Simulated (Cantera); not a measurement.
**Silicon nitride deposition: SiF₄ + NH₃**

Feed: 1 mol SiF₄, 5.2 mol NH₃.

Cantera equilibrium calculation (NASA polynomials, part measured and part estimated; ideal gas, pure solids and liquids). Candidate condensed phases: Si, Si₃N₄; 37 gas species. The tables' values for SiF₂, SiF₃ are old estimates. Kinetics and transport are ignored.

Stable condensed phases:

```
T in K \ P in Pa
              5     15     45    140    410   1200   3700  11000  33000 100000
   1798       A      A      A      A      A      A      A      A      A      A
   1748       A      A      A      A      A      A      A      A      A      A
   1698       A      A      A      A      A      A      A      A      A      A
   1648       A      A      A      A      A      A      A      A      A      A
   1598       A      A      A      A      A      A      A      A      A      A
   1548       A      A      A      A      A      A      A      A      A      A
   1498       A      A      A      A      A      A      A      A      A      A
   1448       A      A      A      A      A      A      A      A      A      B
   1398       A      A      A      A      A      A      A      B      B      B
   1348       A      A      A      A      A      A      B      B      B      B
```

A: gas only; B: Si₃N₄.
